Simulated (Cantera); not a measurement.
# CF₄ + HCl + H₂ (fluorocarbon and chlorocarbon gases)

A closed system holds: 1 mol CF₄, 0.62 mol HCl, 0.16 mol H₂, held at 60.0 mbar.

These are equilibrium values from Cantera (NASA tables, ideal gas, pure condensed phases), not measurements of a reactor. Candidate condensed phases: C, C₆H₆, C₇H₈, C₈H₁₈; 135 gas species. Ions and electrons are included (thermal ionisation). The tables' values for CCl are old estimates; treat these amounts as uncertain. Gases not in the tables: C₂F₆ and larger saturated fluorocarbons. Equilibrium is a limit: real reactors are often held back by kinetics, nucleation or transport.

At 2000 K the condensed part is C(graphite). At 2500 K nothing is condensed. At 3000 K the condensed part is C(graphite). From 3500 K to 5000 K nothing is condensed. The main C-bearing gas is CF₄ at 2000 K and C at 5000 K.

```csv
T (K),x F,x HF,x CF₄,x Cl,x CF₂,x C,x H,x CF,x C₃,x C₂,n C(graphite)
2000,0.00696,0.395,0.311,0.242,0.0254,5.07e-10,1.03e-6,3.23e-5,4.62e-10,3.91e-11,0.202
2500,0.217,0.287,0.0520,0.188,0.240,2.06e-6,2.91e-5,0.00528,3.41e-6,4.22e-7,0
3000,0.487,0.218,6.63e-5,0.144,0.0860,0.000845,0.00115,0.0563,0.00520,0.000528,0.311
3500,0.562,0.164,3.22e-8,0.123,0.00545,0.0197,0.0228,0.0622,0.0307,0.00865,0
4000,0.596,0.0585,3.72e-11,0.105,0.000265,0.0896,0.101,0.0271,0.00905,0.0129,0
4500,0.606,0.0107,<1e-12,0.0965,1.14e-5,0.140,0.135,0.00658,0.000387,0.00404,0
5000,0.609,0.00225,<1e-12,0.0949,6.73e-7,0.150,0.142,0.00156,1.31e-5,0.000896,0
```
x: gas mole fraction; n: condensed amount in mol.
